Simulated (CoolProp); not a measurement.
The numbers come from the reference Helmholtz-energy equation of state, Smukala 2000 in CoolProp.

Give the vapour pressure (kPa), enthalpy of vaporisation (kJ/kg), vapour Z of saturated ethylene at -19.15 °C.


| T (°C) | p (kPa) | enthalpy of vaporisation (kJ/kg) | vapour Z |
|---|---|---|---|
| -19.15 | 2580 | 289 | 0.674 |
